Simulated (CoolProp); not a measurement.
Model: reference Helmholtz-energy equation of state, Lemmon 2009, in CoolProp.

Question: Give the vapour pressure (kPa), liquid density (kg/m³), liquid cp (kJ/(kg K)), vapour viscosity (µPa s) of saturated propane at -68.05, -35.45 °C.

Answer: 
```csv
T (°C),p (kPa),liquid density (kg/m³),liquid cp (kJ/(kg K)),vapour viscosity (µPa s)
-68.05,27.3,610,2.14,5.65
-35.45,135,573,2.28,6.48
```

Viscosity comes from a separate model (Vogel 1998).
